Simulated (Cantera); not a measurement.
**Premixed flame**

A freely propagating, adiabatic, planar premixed flame of 28.3 % H2, 14.3 % O2, 53.7 % N2, 3.68 % H2O, equivalence ratio 0.99, unburnt at 425 K and 140000 Pa; mixture-averaged transport, grid criteria slope 0.08 and curve 0.16, no radiation.

Cantera simulation using the H2/O2 subset of GRI-Mech 3.0, which has no nitrogen chemistry; the numbers are that mechanism's predictions, not measurements. Burning velocities carry a grid error of a few per cent, more on coarse grids.

| z (mm) | T (K) | u (m/s) | x H2 | x O2 | x HO2 | x H | x O | x H2O2 |
|---|---|---|---|---|---|---|---|---|
| -0.749 | 425 | 3.65 | 0.283 | 0.143 | <1e-8 | <1e-8 | <1e-8 | <1e-8 |
| -0.499 | 425 | 3.65 | 0.283 | 0.143 | <1e-8 | <1e-8 | <1e-8 | <1e-8 |
| -0.375 | 425 | 3.65 | 0.283 | 0.143 | <1e-8 | <1e-8 | <1e-8 | <1e-8 |
| -0.250 | 425 | 3.65 | 0.282 | 0.143 | 2.27e-7 | <1e-8 | <1e-8 | 1.28e-8 |
| -0.125 | 441 | 3.74 | 0.273 | 0.145 | 0.000101 | 2.30e-6 | 1.49e-6 | 6.44e-6 |
| -0.0624 | 676 | 5.54 | 0.235 | 0.141 | 0.000508 | 0.00160 | 0.000134 | 7.79e-5 |
| 0 | 1147 | 9.09 | 0.155 | 0.111 | 0.000180 | 0.0168 | 0.00254 | 2.03e-5 |
| 0.0624 | 1482 | 11.6 | 0.0800 | 0.0609 | 7.75e-5 | 0.0338 | 0.00720 | 5.02e-6 |
| 0.125 | 1659 | 12.9 | 0.0500 | 0.0360 | 4.00e-5 | 0.0360 | 0.00871 | 2.85e-6 |
| 0.250 | 1831 | 14.1 | 0.0404 | 0.0256 | 2.31e-5 | 0.0280 | 0.00780 | 1.45e-6 |
| 0.499 | 1990 | 15.2 | 0.0360 | 0.0209 | 1.46e-5 | 0.0183 | 0.00564 | 7.79e-7 |
| 0.999 | 2127 | 16.1 | 0.0301 | 0.0167 | 8.73e-6 | 0.0108 | 0.00363 | 4.88e-7 |
| 2.00 | 2234 | 16.8 | 0.0235 | 0.0131 | 5.13e-6 | 0.00594 | 0.00216 | 3.44e-7 |
x: mole fraction of selected species; z is measured from the peak of heat release.

```yaml
laminar_burning_velocity: 365 cm/s
thermal_thickness: 0.250 mm
peak x(HO2): 0.000592
peak x(H): 0.0365
peak x(O): 0.00874
peak x(H2O2): 7.84e-5
```
